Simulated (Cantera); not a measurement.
What does this Cantera script print?

```python
import numpy as np
import cantera as ct

gas_names = """
    N2 VO2 NO
""".split()
cond_names = """
    V2O3(s) V2O3(L)
""".split()


# ... load() reads the species with a 1 bar reference pressure and builds the phases ...
species = {s.name: s for s in load("nasa_gas.yaml", gas_names) + load("nasa_condensed.yaml", cond_names)}
# Each term lists the table entries of one substance; the one whose range holds T is used.
reactions = {
    'N2(g) + 4 VO2(g) = 2 NO(g) + 2 V2O3':
        [(-1, ['N2']), (-4, ['VO2']), (2, ['NO']), (2, ['V2O3(s)', 'V2O3(L)'])],
}


def pick(names, T):
    return next(species[n] for n in names if species[n].thermo.min_temp <= T <= species[n].thermo.max_temp)


results = []
for label, terms in reactions.items():
    print(label)
    print("     T/K   dH/kJ  dS/(J/K)   dG/kJ   log10 K")
    for T in [300, 675, 725, 775, 825, 875, 925, 975, 1025, 1075, 1125, 1175]:
        used = [(nu, pick(names, T)) for nu, names in terms]
        dH = sum(nu * s.thermo.h(T) for nu, s in used) / 1e6
        dS = sum(nu * s.thermo.s(T) for nu, s in used) / 1e3
        dG = dH - T * dS / 1e3
        logK = -dG * 1e6 / (ct.gas_constant * T * np.log(10))
        results.append((label, T, dH, dS, dG, logK, [s.name for _, s in used]))
        print(f"{T:8g} {dH:8.1f} {dS:8.1f} {dG:8.1f} {logK:8.2f}")
```

Output:

```
N2(g) + 4 VO2(g) = 2 NO(g) + 2 V2O3
     T/K   dH/kJ  dS/(J/K)   dG/kJ   log10 K
     300  -1324.4   -634.4  -1134.0   197.45
     675  -1295.9   -573.5   -908.8    70.32
     725  -1291.9   -567.9   -880.2    63.42
     775  -1287.9   -562.5   -852.0    57.42
     825  -1283.8   -557.4   -824.0    52.17
     875  -1279.7   -552.6   -796.2    47.53
     925  -1275.5   -547.9   -768.7    43.41
     975  -1271.2   -543.3   -741.4    39.72
    1025  -1266.8   -538.9   -714.4    36.40
    1075  -1262.2   -534.6   -687.5    33.41
    1125  -1257.6   -530.4   -660.9    30.69
    1175  -1252.8   -526.2   -634.5    28.21
```

Standard-state values (1 bar) from the NASA 1993 polynomials, evaluated with Cantera. Condensed species are held in their standard states even where they would react or evaporate.
